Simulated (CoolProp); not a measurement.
Model: reference Helmholtz-energy equation of state, Thol 2021, in CoolProp.

Task: Give the vapour pressure (kPa), liquid density (kg/m³), enthalpy of vaporisation (kJ/kg), liquid cp (kJ/(kg K)) of saturated chlorine at 304.7, 367.5 K.

Result: 
```tsv
T (K)	p (kPa)	liquid density (kg/m³)	enthalpy of vaporisation (kJ/kg)	liquid cp (kJ/(kg K))
304.7	923	1370	243	1.00
367.5	3520	1140	175	1.25
```
